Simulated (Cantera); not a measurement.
Mixture: 5.90 % CH4, 0.767 % C2H6, 2.01 % C3H8, 16.4 % O2, 61.4 % N2, 13.6 % H2O, at 1.80 bar, adiabatic and at constant volume. Ignition delay is the time to a rise of 400 K.

Computed with Cantera and GRI-Mech 3.0 (53 species, 325 reactions). GRI-Mech 3.0 was tuned for natural gas; its chemistry of propane as a main component is partial and can be far from experiment.

Task: Predict: delay at 1275 K; delay at 1375 K; delay at 1475 K; delay at 1575 K; apparent activation energy between 1525 and 1625 K.

Result: 
| Property | Value |
|---|---|
| delay at 1275 K | 1.30 ms |
| delay at 1375 K | 0.342 ms |
| delay at 1475 K | 0.113 ms |
| delay at 1575 K | 46.5 µs |
| apparent activation energy between 1525 and 1625 K | 160 kJ/mol |
